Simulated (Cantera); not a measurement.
Cantera run, input and output.

```python
import numpy as np
import cantera as ct

gas = ct.Solution("gri30.yaml")
gas.TPX = 775, 100000, {'CO': 1, 'H2': 0.43, 'O2': 1.49, 'N2': 5.6, 'H2O': 0.92}
inlet = ct.Reservoir(gas, clone=True)
gas.equilibrate("HP")  # start burning
reactor = ct.IdealGasConstPressureReactor(gas, energy="on", clone=False)
exhaust = ct.Reservoir(gas, clone=True)
tau = [0.038, 0.017, 0.0079, 0.0036, 0.0016, 0.00073, 0.00033, 0.00015, 6.8e-05, 3.1e-05, 1.4e-05, 6.3e-06][0]
for a, b in ((inlet, reactor), (reactor, exhaust)):
    ct.MassFlowController(a, b, mdot=lambda t: reactor.mass / tau)
net = ct.ReactorNet([reactor])
show = ['CO', 'H2', 'O2', 'N2O', 'O']

rows = []
print(f"{'tau/s':>10s}{'T/K':>9s}" + "".join(f"{s:>11s}" for s in show))
for tau in [0.038, 0.017, 0.0079, 0.0036, 0.0016, 0.00073, 0.00033, 0.00015, 6.8e-05, 3.1e-05, 1.4e-05, 6.3e-06]:
    net.initial_time = 0.0
    net.advance(30 * tau)
    before = gas.X
    net.advance(40 * tau)
    drift = np.max(np.abs(gas.X - before) / (gas.X + 1e-9))
    rows.append([gas.T, *gas[show].X, drift])
    print(f"{tau:10.3e}{gas.T:9.1f}" + "".join(f"{x:11.3e}" for x in gas[show].X))
```

Output:

```
     tau/s      T/K         CO         H2         O2        N2O          O
 3.800e-02   1906.3  1.335e-03  3.185e-04  8.865e-02  4.332e-07  3.937e-04
 1.700e-02   1894.5  2.197e-03  5.177e-04  8.884e-02  5.087e-07  6.414e-04
 7.900e-03   1876.9  3.529e-03  8.266e-04  8.920e-02  5.271e-07  1.031e-03
 3.600e-03   1849.3  5.657e-03  1.315e-03  8.987e-02  4.906e-07  1.655e-03
 1.600e-03   1806.9  9.012e-03  2.052e-03  9.108e-02  4.231e-07  2.614e-03
 7.300e-04   1747.1  1.391e-02  3.006e-03  9.308e-02  3.539e-07  3.867e-03
 3.300e-04   1660.2  2.178e-02  4.142e-03  9.666e-02  2.912e-07  5.291e-03
 1.500e-04   1526.5  3.694e-02  5.296e-03  1.042e-01  2.320e-07  6.066e-03
 6.800e-05    775.0  1.059e-01  4.555e-02  1.578e-01  4.696e-19  4.668e-13
 3.100e-05    775.0  1.059e-01  4.555e-02  1.578e-01  1.560e-19  3.379e-13
 1.400e-05    775.0  1.059e-01  4.555e-02  1.578e-01  4.359e-20  2.091e-13
 6.300e-06    775.0  1.059e-01  4.555e-02  1.578e-01  1.061e-20  1.130e-13
```

Computed with Cantera and GRI-Mech 3.0 (53 species, 325 reactions).
